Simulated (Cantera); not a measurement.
Charge: 1 mol AlCl3, 1.3 mol H2O, 3.2 mol N2, equilibrated at 44.0 mbar.

Cantera equilibrium calculation (NASA polynomials, part measured and part estimated; ideal gas, pure solids and liquids). Candidate condensed phases: Al, AlCl3, AlN, Al2O3, H2O, NH4Cl; 45 gas species. The tables' values for AlCl2 are old estimates; treat these amounts as uncertain. Equilibrium is a limit: real reactors are often held back by kinetics, nucleation or transport. All values below are at 1698 K.

Base state: N2 0.538, HCl 0.432, AlCl3 0.0225, Cl 0.00480, H2 0.00232, H2O 0.000365, AlCl2 0.000171, H 3.32e-5 (mole fractions); condensed: Al2O3(s).

Problem. What changes in the equilibrium state with this change: AlCl3 replaced by Al?

Solution. 
```csv
species,before,after
N2,0.538,0.707
H2,0.00232,0.293
H,3.32e-5,0.000373
HCl,0.432,0
AlCl3,0.0225,0
Cl,0.00480,0
AlCl2,0.000171,0
"Al2O3(s), mol",0.433,0.433
"AlN(s), mol",0,0.133
```
Mutual solubility and eutectic melting of coexisting phases are not modelled.
